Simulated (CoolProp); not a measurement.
Computed with CoolProp (reference Helmholtz-energy equation of state, Thol 2014).

Question: Give the vapour pressure (kPa), liquid density (kg/m³), vapour density (kg/m³), enthalpy of vaporisation (kJ/kg) of saturated chloromethane (R40) at 245.9, 267.3 K.

Answer: 
```csv
T (K),p (kPa),liquid density (kg/m³),vapour density (kg/m³),enthalpy of vaporisation (kJ/kg)
245.9,87.7,1010,2.24,431
267.3,210,971,5.05,409
```
